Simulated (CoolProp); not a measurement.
Vapour pressure (MPa) of octamethylcyclotetrasiloxane (D4): the reference equation beside estimates from Tc = 586.5 K, pc = 1.347 MPa, ω = 0.598.

Values from CoolProp's reference Helmholtz-energy equation of state, Thol 2015.

```csv
T (K),reference,van der Waals,Soave-Redlich-Kwong
411.6,0.03514,0.2736,0.03517
424.6,0.05225,0.3199,0.05229
437.7,0.07556,0.3715,0.07573
450.7,0.1061,0.4276,0.1066
463.8,0.1457,0.4894,0.1468
476.8,0.1955,0.5561,0.1976
489.9,0.2580,0.6287,0.2617
502.9,0.3342,0.7064,0.3399
516,0.4272,0.7905,0.4358
529,0.5382,0.8798,0.5500
542.1,0.6717,0.9757,0.6867
```

Absolute difference from the reference over all 11 rows, mean and median: van der Waals 250.4 and 184.5 %, Soave-Redlich-Kwong 1.1 and 1.1 %.
